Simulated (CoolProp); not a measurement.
Vapour-liquid equilibrium of n-butane (1) + R113 (2) at 24.1 kPa; x and y are mole fractions of (1).

Computed with CoolProp (multi-fluid Helmholtz-energy mixture model, Bücker 2006 and Marx 1992; pair parameters Bell 2016).

Q: Give the bubble temperature and the first vapour's composition at x = 0.25, 0.35, 0.85. Is there an azeotrope?

A: x = 0.25: -13.9 °C, y = 0.764; x = 0.35: -18.5 °C, y = 0.838; x = 0.85: -30.6 °C, y = 0.975. No azeotrope shows between x = 0.05 and 0.95.

Pair parameters are fitted to limited data, so mixtures are less certain than the pure fluids.
